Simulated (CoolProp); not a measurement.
The fluid at 369.51 K and 0.128 MPa is compressed adiabatically to 0.517 MPa with isentropic efficiency 0.75. The same conditions are run with several fluids, on thermodynamics alone (safety and materials aside).

The numbers come from the reference Helmholtz-energy equation of state of each fluid (benzene: Thol 2012; R1224YDZ: Akasaka 2023; isobutene: Lemmon 2005) in CoolProp.

### Question
Rank benzene, R1224YDZ, isobutene by work (kJ/kg), highest first.

### Answer
isobutene (105), benzene (72.5), R1224YDZ (38.7)

```
fluid      final temperature (K)  final density (kg/m³)
---------  ---------------------  ---------------------
benzene                    426.7                   12.6
R1224YDZ                   415.7                   23.7
isobutene                  425.6                   8.57
```
